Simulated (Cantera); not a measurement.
A closed system holds: 1 mol PbO, 0.85 mol H2, held at 0.0770 bar.

These are equilibrium values from Cantera (NASA tables, ideal gas, pure condensed phases), not measurements of a reactor. Candidate condensed phases: H2O, Pb, PbO, PbO2, Pb3O4; 12 gas species. Each liquid is taken as pure. Mutual solubility and eutectic melting of coexisting phases are not modelled. Gases not in the tables: (PbO)n polymers. Rates play no part. All values below are at 1350 K.

Base state: H2O 0.922, Pb 0.0635, PbO 0.0135, H2 0.000553 (mole fractions); condensed: Pb(l) + PbO(l).

What changes in the equilibrium state with this change: PbO replaced by Hg?


| species | before | after |
|---|---|---|
| Hg | 0 | 0.541 |
| H2 | 0.000553 | 0.459 |
| H2O | 0.922 | 0 |
| Pb | 0.0635 | 0 |
| PbO | 0.0135 | 0 |
| Pb(l), mol | 0.791 | 0 |
| PbO(l), mol | 0.138 | 0 |
Further candidate phases: Hg.
